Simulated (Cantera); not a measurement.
Input (Python, Cantera) and output of one run.

```python
import numpy as np
import cantera as ct

gas_names = """
    Br Br2 H HBr H2
""".split()
cond_names = """
    Br2(cr) Br2(L)
""".split()


def load(file, names, dense=False):
    # The tables refer to 1 bar. Condensed volumes are neglected.
    table = {s.name: s for s in ct.Species.list_from_file(file)}
    out = []
    for n in names:
        d = dict(table[n].input_data)
        d["thermo"] = dict(d["thermo"], **{"reference-pressure": 1e5})
        if dense:
            d["equation-of-state"] = {"model": "constant-volume", "density": "1e6 g/cm^3"}
        out.append(ct.Species.from_dict(d))
    return out


gas = ct.Solution(thermo="ideal-gas", species=load("nasa_gas.yaml", gas_names))
cond = {s.name: ct.Solution(thermo="fixed-stoichiometry", species=[s], name=s.name)
        for s in load("nasa_condensed.yaml", cond_names, dense=True)}
atoms = {
    'HBr': {'H': 1, 'Br': 1},
    'H2': {'H': 2},
}
top_T = {}  # K; cautious upper limits of use, not melting points


def equilibrate(T, P, feed):
    n = {}
    for name, mol in feed.items():
        for a, k in atoms[name].items():
            n[a] = n.get(a, 0.0) + k * mol
    gas.TPX = T, P, n
    mass = sum(n.values()) * gas.mean_molecular_weight
    gas.equilibrate("TP")
    valid = [c for c in cond.values() if c.min_temp <= T <= top_T.get(c.name, c.max_temp)]
    mix = ct.Mixture([(gas, mass / gas.mean_molecular_weight)] + [(c, 0.0) for c in valid])
    mix.T, mix.P = T, P
    mix.equilibrate("TP", solver="vcs", rtol=1e-11, max_steps=5000)
    return mix


results = []
feed = {'HBr': 1, 'H2': 0.041}  # mol
T = 2773  # K
P = 26  # Pa
mix = equilibrate(T, P, feed)
results.append((T, P, feed, dict(zip(mix.species_names, mix.species_moles))))
print(gas.report(threshold=0.0001))
for i in range(1, mix.n_phases):
    print(f"{mix.phase(i).name:16s} {mix.phase_moles(i):12.5e} mol")
```

It prints:

```
       temperature   2773 K
          pressure   26 Pa
           density   4.4457e-05 kg/m^3
  mean mol. weight   39.423 kg/kmol
   phase of matter   gas

                          1 kg             1 kmol
                     ---------------   ---------------
          enthalpy        5.5002e+06        2.1683e+08  J
   internal energy        4.9153e+06        1.9378e+08  J
           entropy            6765.8        2.6673e+05  J/K
    Gibbs function       -1.3261e+07       -5.2281e+08  J
 heat capacity c_p            556.69             21946  J/K
 heat capacity c_v            345.78             13632  J/K

                      mass frac. Y      mole frac. X     chem. pot. / RT
                     ---------------   ---------------   ---------------
                Br           0.98339           0.48518           -28.592
                 H          0.012821           0.50144           -16.631
               HBr         0.0031808         0.0015498           -45.223
                H2        0.00060494           0.01183           -33.263
     [   +1 minor]        1.6313e-06        4.0242e-07

Br2(L)            0.00000e+00 mol
```

Equilibrium computed with Cantera from the NASA thermochemical tables; the gas is ideal and each condensed phase is pure.
